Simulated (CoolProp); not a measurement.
Oxygen at 298.15 K and 6.43 MPa is throttled through a valve to 2.09 MPa with no heat exchange. Each further row changes one setting.

Computed with CoolProp (reference Helmholtz-energy equation of state, Schmidt 1985).

```json
[
 {"case": "as stated", "temperature change (K)": "-11.0", "final density (kg/m³)": "28.5"},
 {"case": "outlet pressure 0.627 MPa", "temperature change (K)": "-15.2", "final density (kg/m³)": "8.57"},
 {"case": "outlet pressure 2.72 MPa", "temperature change (K)": "-9.3", "final density (kg/m³)": "37.0"}
]
```
